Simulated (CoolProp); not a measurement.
The numbers come from the reference Helmholtz-energy equation of state, de Reuck 1993 in CoolProp.

For methanol, give the phase and the isothermal compressibility (1/MPa), conductivity (mW/(m K)), fugacity coefficient at 80.55 °C and 44.1 MPa; 98.55 °C and 44.1 MPa; 188.75 °C and 44.1 MPa.


- 80.55 °C and 44.1 MPa: liquid; isothermal compressibility 0.00107, conductivity 211, fugacity coefficient 0.00748
- 98.55 °C and 44.1 MPa: liquid; isothermal compressibility 0.00117, conductivity 207, fugacity coefficient 0.0132
- 188.75 °C and 44.1 MPa: liquid; isothermal compressibility 0.00212, conductivity 190, fugacity coefficient 0.0977

Thermal conductivity comes from a separate model (Sykioti 2013).
